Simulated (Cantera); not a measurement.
What does this Cantera script print?

```python
import numpy as np
import cantera as ct

gas_names = """
    B BCL BCL2 BCL3 BH BH2 BH3 BO BOCL BO2 B2 B2O B2O2 B2O3 B3O3CL3 B3O3H3 CL CLO CL2 H HBO HBO2 HCL
    HOCL HO2 H2 H2O H2O2 H3B3O6 O OH O2 O3
""".split()
cond_names = """
    B(b) B(L) B2O3(L) B3O3H3(cr) H2O(s) H2O(L)
""".split()


# ... load() reads the species with a 1 bar reference pressure and builds the phases ...
atoms = {
    'B2O3': {'B': 2, 'O': 3},
    'HCl': {'H': 1, 'CL': 1},
}
top_T = {}  # K; cautious upper limits of use, not melting points


# ... equilibrate(T, P, feed) seeds the gas with the atoms and calls Mixture.equilibrate('TP', solver="vcs", rtol=1e-11, max_steps=5000) ...
results = []
P = 12000  # Pa
for T in [1650, 1675, 1700, 1725, 1750, 1775, 1800, 1825, 1850, 1875]:
    for m in [6.7, 8.3, 10, 13, 16, 20, 24, 30, 37, 46, 57, 71, 88]:
        feed = {'B2O3': 1, 'HCl': m}  # mol
        mix = equilibrate(T, P, feed)
        results.append((T, P, feed, dict(zip(mix.species_names, mix.species_moles))))

for T, P, feed, n in results:
    print(f"{T:7g} {feed['HCl']:10.4g}  " + (" + ".join(c for c in cond_names if n.get(c, 0) > 1e-12) or "gas only"))
```

Output:

```
   1650        6.7  B2O3(L)
   1650        8.3  B2O3(L)
   1650         10  B2O3(L)
   1650         13  B2O3(L)
   1650         16  B2O3(L)
   1650         20  B2O3(L)
   1650         24  B2O3(L)
   1650         30  B2O3(L)
   1650         37  B2O3(L)
   1650         46  B2O3(L)
   1650         57  B2O3(L)
   1650         71  B2O3(L)
   1650         88  gas only
   1675        6.7  B2O3(L)
   1675        8.3  B2O3(L)
   1675         10  B2O3(L)
   1675         13  B2O3(L)
   1675         16  B2O3(L)
   1675         20  B2O3(L)
   1675         24  B2O3(L)
   1675         30  B2O3(L)
   1675         37  B2O3(L)
   1675         46  B2O3(L)
   1675         57  B2O3(L)
   1675         71  gas only
   1675         88  gas only
   1700        6.7  B2O3(L)
   1700        8.3  B2O3(L)
   1700         10  B2O3(L)
   1700         13  B2O3(L)
   1700         16  B2O3(L)
   1700         20  B2O3(L)
   1700         24  B2O3(L)
   1700         30  B2O3(L)
   1700         37  B2O3(L)
   1700         46  gas only
   1700         57  gas only
   1700         71  gas only
   1700         88  gas only
   1725        6.7  B2O3(L)
   1725        8.3  B2O3(L)
   1725         10  B2O3(L)
   1725         13  B2O3(L)
   1725         16  B2O3(L)
   1725         20  B2O3(L)
   1725         24  B2O3(L)
   1725         30  B2O3(L)
   1725         37  gas only
   1725         46  gas only
   1725         57  gas only
   1725         71  gas only
   1725         88  gas only
   1750        6.7  B2O3(L)
   1750        8.3  B2O3(L)
   1750         10  B2O3(L)
   1750         13  B2O3(L)
   1750         16  B2O3(L)
   1750         20  B2O3(L)
   1750         24  B2O3(L)
   1750         30  gas only
   1750         37  gas only
   1750         46  gas only
   1750         57  gas only
   1750         71  gas only
   1750         88  gas only
   1775        6.7  B2O3(L)
   1775        8.3  B2O3(L)
   1775         10  B2O3(L)
   1775         13  B2O3(L)
   1775         16  B2O3(L)
   1775         20  B2O3(L)
   1775         24  gas only
   1775         30  gas only
   1775         37  gas only
   1775         46  gas only
   1775         57  gas only
   1775         71  gas only
   1775         88  gas only
   1800        6.7  B2O3(L)
   1800        8.3  B2O3(L)
   1800         10  B2O3(L)
   1800         13  B2O3(L)
   1800         16  gas only
   1800         20  gas only
   1800         24  gas only
   1800         30  gas only
   1800         37  gas only
   1800         46  gas only
   1800         57  gas only
   1800         71  gas only
   1800         88  gas only
   1825        6.7  B2O3(L)
   1825        8.3  B2O3(L)
   1825         10  B2O3(L)
   1825         13  gas only
   1825         16  gas only
   1825         20  gas only
   1825         24  gas only
   1825         30  gas only
   1825         37  gas only
   1825         46  gas only
   1825         57  gas only
   1825         71  gas only
   1825         88  gas only
   1850        6.7  B2O3(L)
   1850        8.3  B2O3(L)
   1850         10  gas only
   1850         13  gas only
   1850         16  gas only
   1850         20  gas only
   1850         24  gas only
   1850         30  gas only
   1850         37  gas only
   1850         46  gas only
   1850         57  gas only
   1850         71  gas only
   1850         88  gas only
   1875        6.7  gas only
   1875        8.3  gas only
   1875         10  gas only
   1875         13  gas only
   1875         16  gas only
   1875         20  gas only
   1875         24  gas only
   1875         30  gas only
   1875         37  gas only
   1875         46  gas only
   1875         57  gas only
   1875         71  gas only
   1875         88  gas only
```

Method: chemical equilibrium by Gibbs-energy minimisation in Cantera with the NASA 1993 tables (ideal gas, pure condensed phases). The tables' values for BCl2 are old estimates.
